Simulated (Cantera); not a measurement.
Input (Python, Cantera):

```python
import numpy as np
import cantera as ct

surf = ct.Interface("diamond.yaml", "diamond_100")
gas, bulk = surf.adjacent["gas"], surf.adjacent["diamond"]
k = surf.kinetics_species_index(bulk.species_names[0])
cover = ["c6HH", "c6H*", "c6*H", "c6**", "c6HM", "c6B"]

rows, drift = [], 0.0
print(f"{'T':>10s}{'um/h':>11s}" + "".join(f"{s:>11s}" for s in cover))
for v in [950, 1025, 1100, 1175, 1250, 1325, 1400]:
    T, P, xH, xCH3 = v, 12000, 0.02, 2.1e-05
    gas.TPX = T, P, {"H": xH, "CH3": xCH3, "CH4": 0.0036, "H2": 1 - xH - xCH3 - 0.0036}
    surf.TP = bulk.TP = T, P
    surf.coverages = "c6H*:0.1, c6HH:0.9"
    surf.advance_coverages(100.0)
    before = surf.coverages
    surf.advance_coverages(100.0)
    drift = max(drift, np.max(np.abs(surf.coverages - before) / (surf.coverages + 1e-9)))
    rate = surf.net_production_rates[k] * bulk.mean_molecular_weight / bulk.density * 3.6e9
    rows.append([rate, *surf[cover].coverages])
    print(f"{v:10.4g}{rate:11.4e}" + "".join(f"{x:11.3e}" for x in rows[-1][1:]))
```

It prints:

```
         T       um/h       c6HH       c6H*       c6*H       c6**       c6HM        c6B
       950 1.0506e+00  6.428e-01  1.460e-02  3.349e-01  6.779e-03  7.107e-04  2.851e-09
      1025 1.4904e+00  5.738e-01  2.108e-02  3.927e-01  1.172e-02  5.160e-04  4.044e-09
      1100 1.9388e+00  5.109e-01  2.841e-02  4.415e-01  1.859e-02  3.743e-04  5.261e-09
      1175 2.2101e+00  4.551e-01  3.628e-02  4.807e-01  2.751e-02  2.535e-04  5.997e-09
      1250 1.9981e+00  4.063e-01  4.438e-02  5.107e-01  3.842e-02  1.393e-04  5.422e-09
      1325 1.4392e+00  3.641e-01  5.243e-02  5.323e-01  5.114e-02  5.615e-05  3.905e-09
      1400 1.0747e+00  3.278e-01  6.023e-02  5.465e-01  6.537e-02  1.828e-05  2.916e-09
```

Model: the Harris–Goodwin 1993 mechanism for the reconstructed diamond (100) surface, integrated in Cantera.
